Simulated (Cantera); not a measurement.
Cantera with NASA thermochemical tables; ideal gases at 1 bar, condensed phases pure. Values are per mole of reaction as written; species without (g) are pure solids or liquids, kept so even where they would boil at 1 bar.

Q: Between 300 and 2198 K, where is each reaction favourable under standard conditions?
- 5 CO(g) + 2 Ta → 5 C + Ta₂O₅

A: 
- 5 CO(g) + 2 Ta → 5 C + Ta₂O₅: ΔG° is -1224 kJ at 300 K and 379 kJ at 2198 K; it changes sign between 300 and 1748 K. ΔH° is -1246 kJ and ΔS° -740 J/K at 2198 K.
